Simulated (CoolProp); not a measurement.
Computed with CoolProp (reference Helmholtz-energy equation of state, Lemmon 2016).

**Question.** Give the vapour pressure (bar), enthalpy of vaporisation (kJ/kg), surface tension (mN/m) of saturated R227EA at -29.95 °C.

**Answer.** 
```json
[
 {"T (°C)": "-29.95", "p (bar)": "0.541", "enthalpy of vaporisation (kJ/kg)": "137", "surface tension (mN/m)": "13.8"}
]
```

Surface tension comes from a separate correlation (Mulero 2012).
